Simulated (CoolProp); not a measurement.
Vapour-liquid equilibrium of isobutene (1) + n-butane (2) at 2.02 MPa; x and y are mole fractions of (1).

Computed with CoolProp (multi-fluid Helmholtz-energy mixture model, Lemmon 2005 and Bücker 2006; pair parameters Bell 2016).

| x | bubble temperature (°C) | y at the bubble point | dew temperature at overall composition x (°C) | liquid density (mol/L) |
|---|---|---|---|---|
| 0.05 | 114.3 | 0.056 | 114.4 | 7.560 |
| 0.15 | 113.1 | 0.166 | 113.3 | 7.626 |
| 0.25 | 112.0 | 0.272 | 112.2 | 7.692 |
| 0.35 | 110.9 | 0.375 | 111.2 | 7.758 |
| 0.45 | 109.9 | 0.476 | 110.2 | 7.826 |
| 0.55 | 109.0 | 0.575 | 109.2 | 7.894 |
| 0.65 | 108.1 | 0.672 | 108.3 | 7.962 |
| 0.75 | 107.2 | 0.767 | 107.4 | 8.032 |
| 0.85 | 106.4 | 0.861 | 106.5 | 8.103 |
| 0.95 | 105.6 | 0.954 | 105.6 | 8.174 |

No azeotrope shows between x = 0.05 and 0.95.

Pair parameters are fitted to limited data, so mixtures are less certain than the pure fluids.
